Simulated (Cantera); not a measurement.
Feed: 1 mol Si, 2 mol HCl, 9.9 mol H₂, equilibrated at 1223.15 K and 10.0 mbar.

These are equilibrium values from Cantera (NASA tables, ideal gas, pure condensed phases), not measurements of a reactor. Candidate condensed phases: Si; 19 gas species. The tables' values for SiCl₃ are old estimates; treat these amounts as uncertain. The numbers say what is thermodynamically allowed, not how fast it happens.

Base state: H₂ 0.882, HCl 0.0850, SiCl₂ 0.0199, SiCl₄ 0.00660, SiCl₃ 0.00406, SiHCl₃ 0.00212, SiH₂Cl₂ 9.06e-5 (mole fractions); condensed: Si(s).

Problem. What changes in the equilibrium state with this change: H₂ from 9.9 to 28 mol?

Solution. 
| species | before | after |
|---|---|---|
| H₂ | 0.882 | 0.943 |
| HCl | 0.0850 | 0.0487 |
| SiCl₂ | 0.0199 | 0.00613 |
| SiCl₄ | 0.00660 | 0.000625 |
| SiCl₃ | 0.00406 | 0.000694 |
| SiHCl₃ | 0.00212 | 0.000374 |
| Si(s), mol | 0.614 | 0.765 |
